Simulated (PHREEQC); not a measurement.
Solution (25 °C): 0.0022 mol ZnSO4 and 0.0018 mol FeSO4 per kg of water. Closed to the air; pH follows from the charge balance.

All values are PHREEQC results (ion-association model, phreeqc.dat), not measurements.

No solid was allowed to form.

Estimate the pH.

pH 5.95.

In which forms is Zn present?

Zn+2 76 %, ZnSO4 23 %, Zn(SO4)2-2 0.6 % of the Zn.
